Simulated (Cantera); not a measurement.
Equilibrium for carbothermic reduction: Cu2O + CO

Input: 1 mol Cu2O, a varied amount of CO, held at 977 °C and 19.0 Pa.

Equilibrium computed with Cantera from the NASA thermochemical tables; the gas is ideal and each condensed phase is pure. Candidate condensed phases: C, Cu, CuO, Cu2O; 15 gas species. Mutual solubility and eutectic melting of coexisting phases are not modelled. The numbers say what is thermodynamically allowed, not how fast it happens.

```
n(CO) (mol)  log p CO2  log p CO  log p O2  log p Cu  n Cu(s)  n Cu2O(s)
-----------  ---------  --------  --------  --------  -------  ---------
0.59             -3.72     -7.74     -6.49     -7.33     1.18      0.408
0.93             -3.72     -7.74     -6.49     -7.33     1.87     0.0669
1.3              -3.84     -4.36    -13.49     -7.33     2.00          0
1.6              -3.93     -4.15    -14.09     -7.33     2.00          0
1.9              -4.00     -4.05    -14.44     -7.33     2.00          0
2.3              -4.08     -3.97    -14.76     -7.33     2.00          0
2.6              -4.14     -3.93    -14.94     -7.33     2.00          0
3                -4.20     -3.90    -15.14     -7.33     2.00          0
3.3              -4.24     -3.88    -15.26     -7.33     2.00          0
```
log p: log10 of the partial pressure in bar; n: condensed amount in mol.

From 0.59 mol CO to 0.93 mol CO the condensed part is Cu(s) + Cu2O(s). From 1.3 mol CO to 3.3 mol CO the condensed part is Cu(s). The main Cu-bearing gas is Cu throughout.
